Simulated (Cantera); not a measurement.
A closed system holds: 1 mol CH₃OH, 0.13 mol CO₂, 0.28 mol H₂O, held at 2873 K and 0.000400 bar.

Equilibrium computed with Cantera from the NASA thermochemical tables; the gas is ideal and each condensed phase is pure. Equilibrium is a limit: real reactors are often held back by kinetics, nucleation or transport.

```json
[
 {"species": "H", "before": "0.723", "after": "0.812"},
 {"species": "C₃", "before": "<1e-9", "after": "0.0787"},
 {"species": "CO", "before": "0.189", "after": "0.0442"},
 {"species": "O", "before": "0.0648", "after": "1.34e-9"},
 {"species": "C", "before": "2.37e-9", "after": "0.0268"},
 {"species": "C₂", "before": "<1e-9", "after": "0.0104"},
 {"species": "H₂", "before": "0.0190", "after": "0.0239"},
 {"species": "OH", "before": "0.00273", "after": "<1e-9"},
 {"species": "C₂H", "before": "<1e-9", "after": "0.00272"},
 {"species": "C₂H₂ (acetylene)", "before": "<1e-9", "after": "0.000563"},
 {"species": "C₅", "before": "<1e-9", "after": "0.000537"},
 {"species": "CO₂", "before": "0.000334", "after": "<1e-9"},
 {"species": "O₂", "before": "0.000325", "after": "<1e-9"}
]
```
Gas species are given as mole fractions.

Task: Which change was made?
A) pressure from 0.000400 bar to 0.0990 bar
B) temperature from 2873 K to 2473 K
C) CH₃OH replaced by n-butane
D) pressure from 0.000400 bar to 0.00570 bar

Result: C, CH₃OH replaced by n-butane
